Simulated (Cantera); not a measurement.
A closed system holds: 1 mol Fe3O4, 15 mol CO, 10 mol N2, equilibrated at 0.470 bar.

Equilibrium computed with Cantera from the NASA thermochemical tables; the gas is ideal and each condensed phase is pure. Candidate condensed phases: C, Fe, Fe(CO)5, FeO, Fe2O3, Fe3O4; 27 gas species. The tables' stoichiometric FeO is somewhat more stable than real wüstite, so its field is too wide. FeO: taken at fixed stoichiometry. Kinetics and transport are ignored.

**Question.** At 2175 °C, list the 4 most abundant gas species with their mole fractions, and the condensed phases.

**Answer.** CO 0.516, N2 0.388, CO2 0.0666, Fe 0.0281. Condensed: FeO(l).
